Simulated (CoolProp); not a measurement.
Dry air along the isotherm -176.05 °C: Z from the reference equation and from simpler models built on Tc = -140.6 °C, pc = 3786 kPa, ω = 0.034; each cubic takes its own stable root.

The numbers come from the reference Helmholtz-energy equation of state, Lemmon 2000 in CoolProp. It is a pseudo-pure fit of the blend.

| p (kPa) | phase | reference |
|---|---|---|
| 1350 | liquid | 0.06143 |
| 2030 | liquid | 0.09203 |
| 2700 | liquid | 0.1220 |
| 3380 | liquid | 0.1522 |
| 4060 | liquid | 0.1822 |
| 4730 | liquid | 0.2115 |
| 5410 | liquid | 0.2412 |
| 6080 | liquid | 0.2703 |
| 6760 | liquid | 0.2996 |
| 7440 | liquid | 0.3288 |
| 8110 | liquid | 0.3574 |
| 8790 | liquid | 0.3863 |
| 9460 | liquid | 0.4147 |

Problem. How far does each simpler model (van der Waals, Redlich-Kwong, Soave-Redlich-Kwong, Peng-Robinson) lie from the reference over these 13 states: mean and median of the absolute difference, and the worst?

Solution. 
- van der Waals: mean 38.9 %, median 38.6 %, worst +42.2 % at -176.05 °C and 1350 kPa
- Redlich-Kwong: mean 2.1 %, median 2.1 %, worst -2.6 % at -176.05 °C and 9460 kPa
- Soave-Redlich-Kwong: mean 1.7 %, median 1.8 %, worst -2.3 % at -176.05 °C and 9460 kPa
- Peng-Robinson: mean 12.9 %, median 12.9 %, worst -13.3 % at -176.05 °C and 9460 kPa
